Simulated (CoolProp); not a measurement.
Vapour-liquid equilibrium of R22 (1) + R142b (2) at 290.2 K; x and y are mole fractions of (1).

Values from CoolProp's multi-fluid Helmholtz-energy mixture model, Kamei 1995 and Lemmon 2006; pair parameters Bell 2016.

Task: Give the bubble pressure and the first vapour's composition at x = 0.05, 0.15, 0.85. Is there an azeotrope?

Result: x = 0.05: 0.2887 MPa, y = 0.128; x = 0.15: 0.3398 MPa, y = 0.325; x = 0.85: 0.7373 MPa, y = 0.941. No azeotrope shows between x = 0.05 and 0.95.

Pair parameters are fitted to limited data, so mixtures are less certain than the pure fluids.
